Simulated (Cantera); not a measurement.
A perfectly stirred reactor is fed with CO : H2 : CH4 : O2 : N2 : CO2 = 1 : 0.13 : 0.34 : 1.04 : 8.2 : 1.9 (molar parts), at 1.00 atm; it is adiabatic with a 650 K inlet, and is followed from long to short residence time, starting on the burning branch (τ in s: 0.11, 0.038, 0.013, 0.0047, 0.0017, 0.00059, 0.00021, 7.3e-05, 2.6e-05, 9e-06).

Model: GRI-Mech 3.0 (53 species, 325 reactions), integrated in Cantera.

Question: Predict: blow-out, bracketed by the residence times tried; x(CO) at τ = 0.110 s; x(H2) at τ = 0.110 s; x(CH4) at τ = 0.110 s; x(NO2) at τ = 0.110 s; x(H) at τ = 0.110 s; x(CO) at τ = 0.590 ms; x(H2) at τ = 0.590 ms; x(CH4) at τ = 0.590 ms; x(H) at τ = 0.590 ms.

Answer: 
* **blow-out, bracketed by the residence times tried**: burning at 0.590 ms, out at 0.210 ms
* **x(CO) at τ = 0.110 s**: 0.0326
* **x(H2) at τ = 0.110 s**: 0.00284
* **x(CH4) at τ = 0.110 s**: 8.54e-6
* **x(NO2) at τ = 0.110 s**: 2.22e-9
* **x(H) at τ = 0.110 s**: 0.000540
* **x(CO) at τ = 0.590 ms**: 0.0557
* **x(H2) at τ = 0.590 ms**: 0.00546
* **x(CH4) at τ = 0.590 ms**: 0.000581
* **x(H) at τ = 0.590 ms**: 0.00333
